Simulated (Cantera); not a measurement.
A counterflow diffusion flame at 825 Torr, nozzles 20 mm apart: fuel side 100 % H₂ at 350 K, oxidiser side 22.0 % O₂, 78.0 % N₂ at 725 K, fuel mass flux 0.38 times the oxidiser's; mixture-averaged transport, no radiation.

Detailed kinetics in Cantera: the H2/O2 subset of GRI-Mech 3.0, which has no nitrogen chemistry. The maximum strain rate includes the flame's own expansion and is several times the mean.

x: mole fraction; the columns are a selection and need not sum to one.

| oxidiser flux (kg/m²/s) | max strain (1/s) | mean strain (1/s) | T max (K) | peak x OH | peak x H | peak x H₂O | peak x HO₂ |
|---|---|---|---|---|---|---|---|
| 0.66 | 819 | 227 | 2584 | 0.0255 | ___ | 0.279 | 4.07e-5 |
| 0.9 | 1100 | 310 | 2544 | 0.0257 | 0.0225 | 0.276 | 5.00e-5 |
| 1.2 | 1450 | 413 | 2499 | 0.0257 | ___ | 0.274 | 5.94e-5 |
| 1.7 | 2030 | 585 | 2447 | 0.0259 | ___ | 0.271 | 7.08e-5 |
| 2.3 | 2730 | 792 | 2391 | 0.0257 | ___ | 0.269 | 8.28e-5 |
| 3.2 | 3780 | 1100 | 2330 | 0.0253 | ___ | 0.265 | 9.70e-5 |
| 4.3 | 5050 | 1480 | 2269 | 0.0247 | ___ | 0.263 | 0.000109 |
| 6 | 7010 | 2070 | 2194 | 0.0237 | ___ | 0.260 | 0.000123 |
| 8.1 | 9410 | 2790 | 2135 | 0.0230 | ___ | 0.258 | 0.000135 |
| 11 | 12800 | 3790 | 2074 | 0.0222 | ___ | 0.255 | 0.000148 |

Task: What belongs in the gaps?

Result: 
- 0.66, peak x H: 0.0205
- 1.2, peak x H: 0.0244
- 1.7, peak x H: 0.0273
- 2.3, peak x H: 0.0301
- 3.2, peak x H: 0.0336
- 4.3, peak x H: 0.0369
- 6, peak x H: 0.0403
- 8.1, peak x H: 0.0440
- 11, peak x H: 0.0480
